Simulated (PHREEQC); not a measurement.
Solution (25 °C): 0.013 mol CsOH, 0.00027 mol Na2SiO3 and 0.25 mol K3PO4 per kg of water. Closed to the air; pH follows from the charge balance.

All values are PHREEQC results (ion-association model, wateq4f.dat), not measurements.

```json
[
 {"quantity": "pH", "before": "12.34", "after": "11.44"},
 {"quantity": "ionic strength (mol/kgw)", "before": "1.45", "after": "1.37"},
 {"quantity": "PO4-3 (mol/kgw)", "before": "0.225", "after": "0.186"},
 {"quantity": "HPO4-2 (mol/kgw)", "before": "0.0213", "after": "0.0550"},
 {"quantity": "H2PO4- (mol/kgw)", "before": "3.70e-8", "after": "5.57e-7"}
]
```

Task: What was changed between the two runs?
A. K3PO4 from 0.25 to 0.275 mol/kgw
B. temperature from 25 to 35 °C
C. temperature from 25 to 70 °C
D. CsOH from 0.013 to 0.0013 mol/kgw
E. Na2SiO3 left out

Result: C, temperature from 25 to 70 °C

No solid was allowed to form. The ionic strength passes 0.7 mol/kgw, the rough limit of the ion-association models, in every such run. H3PO4, which wateq4f.dat lacks, is added to it with the constant of phreeqc.dat. At this temperature some constants are extrapolated from 25 °C, and those without enthalpy data are left unchanged.
